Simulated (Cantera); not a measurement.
Input: 1 mol SiCl₄, 3.7 mol O₂, 140 mol N₂, equilibrated at 200 Pa.

These are equilibrium values from Cantera (NASA tables, ideal gas, pure condensed phases), not measurements of a reactor. Candidate condensed phases: Si, SiO₂, Si₂N₂O, Si₃N₄; 23 gas species. The tables hold silica as quartz up to 1696 K and as liquid above; real silica turns to tridymite and cristobalite and melts near 1996 K. Kinetics and transport are ignored.

Task: At 1425 K, list the 5 most abundant gas species with their mole fractions, and the condensed phases.

Result: N₂ 0.955, Cl 0.0251, O₂ 0.0183, Cl₂ 0.00107, NO 0.000270. Condensed: SiO₂(β-quartz).
